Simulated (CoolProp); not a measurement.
A single-stage vapour-compression cycle with the fluid: evaporating at 297.15 K (dew point), condensing at 362.15 K (bubble point), superheat 5 K, subcooling 0 K, compressor efficiency 0.75, no pressure losses. The same conditions are run with several fluids, on thermodynamics alone (safety and materials aside).

Values from CoolProp's reference Helmholtz-energy equation of state of each fluid (R245ca: Zhou 2016; n-perfluorohexane: Gao 2022; R1224YDZ: Akasaka 2023; R236FA: Pan 2012; R1336mzz(Z): McLinden 2020; isohexane: Lemmon 2006).

Rank R245ca, n-perfluorohexane, R1224YDZ, R236FA, R1336mzz(Z), isohexane by cooling COP, highest first.

isohexane (2.40), R245ca (2.35), R1224YDZ (2.26), R1336mzz(Z) (2.24), R236FA (1.87), n-perfluorohexane (1.37)

```csv
fluid,pressure ratio,discharge temperature (K),refrigerating effect (kJ/kg),volumetric capacity (kJ/m³)
R245ca,7.43,363.6,116,618
n-perfluorohexane,9.46,362.1,26.1,101
R1224YDZ,6.38,364.4,89.2,795
R236FA,5.81,362.4,63.4,1100
R1336mzz(Z),7.66,362.1,89.3,429
isohexane,8.61,362.2,201,190
```

The compression ends wet for: n-perfluorohexane; R1336mzz(Z); isohexane.
